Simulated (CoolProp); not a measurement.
Saturated liquid density (kg/m³) of ammonia: the reference equation beside estimates from Tc = 405.6 K, pc = 11360 kPa, ω = 0.256. Rackett uses Z = 0.29056 − 0.08775 ω.

Model: reference Helmholtz-energy equation of state, Gao 2020, in CoolProp.

| T (K) | reference | Rackett | van der Waals | Soave-Redlich-Kwong | Peng-Robinson |
|---|---|---|---|---|---|
| 294.7 | 608.1 | 531.1 | 319.8 | 481.0 | 545.0 |
| 296.7 | 605.1 | 528.6 | 318.3 | 478.4 | 542.2 |
| 298.7 | 602.1 | 526.1 | 316.8 | 475.8 | 539.3 |
| 300.7 | 599.1 | 523.5 | 315.3 | 473.2 | 536.4 |
| 302.7 | ? | 521.0 | ? | 470.5 | 533.4 |
| 304.7 | 593.0 | 518.4 | 312.2 | 467.8 | 530.4 |
| 306.6 | 590.0 | 515.9 | 310.7 | 465.1 | ? |
| 308.6 | 586.9 | 513.3 | ? | 462.4 | 524.4 |
| 310.6 | ? | 510.6 | 307.5 | 459.5 | 521.2 |
| 312.6 | 580.5 | 507.9 | 305.8 | 456.6 | 518.0 |
| 314.6 | 577.3 | 505.2 | 304.2 | 453.7 | 514.7 |
| 316.6 | 574.0 | 502.5 | 302.5 | ? | 511.4 |
| 318.6 | 570.7 | 499.7 | 300.8 | 447.7 | 508.0 |
| 320.6 | 567.3 | 496.9 | 299.1 | 444.7 | 504.6 |

Question: What belongs in the gaps?

Answer: 
- 302.7, reference: 596.1
- 302.7, van der Waals: 313.7
- 306.6, Peng-Robinson: 527.5
- 308.6, van der Waals: 309.1
- 310.6, reference: 583.7
- 316.6, Soave-Redlich-Kwong: 450.8

Absolute difference from the reference over all 14 rows, mean and median: Rackett 12.5 and 12.5 %, van der Waals 47.3 and 47.3 %, Soave-Redlich-Kwong 21.2 and 21.2 %, Peng-Robinson 10.7 and 10.6 %.
